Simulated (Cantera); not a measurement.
Low-pressure radical oxidation in H2/O2

An isothermal, constant-pressure homogeneous reactor starts with 0.527 % H₂, 99.5 % O₂, at 900 K and 10.00 Torr.

Detailed kinetics in Cantera: the H2/O2 subset of GRI-Mech 3.0, which has no nitrogen chemistry. Radical loss at walls, strong at low pressure, is not modelled. Below about 950 K walls govern HO2 and H2O2 in real vessels.

```csv
t (s),x H₂,x O₂,x OH,x H,x HO₂
1.00e-6,0.00527,0.995,<1e-12,<1e-12,<1e-12
3.32e-6,0.00527,0.995,<1e-12,<1e-12,<1e-12
1.10e-5,0.00527,0.995,<1e-12,<1e-12,<1e-12
3.67e-5,0.00527,0.995,<1e-12,<1e-12,<1e-12
0.000122,0.00527,0.995,<1e-12,<1e-12,<1e-12
0.000405,0.00527,0.995,<1e-12,<1e-12,1.00e-12
0.00135,0.00527,0.995,2.35e-12,1.12e-12,3.40e-12
0.00447,0.00527,0.995,1.39e-11,4.19e-12,1.21e-11
0.0149,0.00527,0.995,5.28e-10,1.43e-10,9.67e-11
0.0494,0.00512,0.995,4.39e-5,1.38e-5,2.40e-6
0.164,4.60e-5,0.994,6.39e-5,2.17e-5,1.32e-6
0.545,2.84e-6,0.995,1.78e-5,9.81e-7,3.78e-7
1.81,2.91e-7,0.995,6.22e-6,4.27e-8,1.06e-7
6.02,2.99e-8,0.995,2.19e-6,1.75e-9,2.23e-8
20.0,2.49e-9,0.995,8.41e-7,9.68e-11,4.24e-9
```
x: mole fraction; the columns are a selection and need not sum to one.

Equilibrium at this temperature and pressure: H₂ <1e-12, O₂ 0.995, OH 1.31e-8, H <1e-12, HO₂ 3.95e-11 (gas phase only).
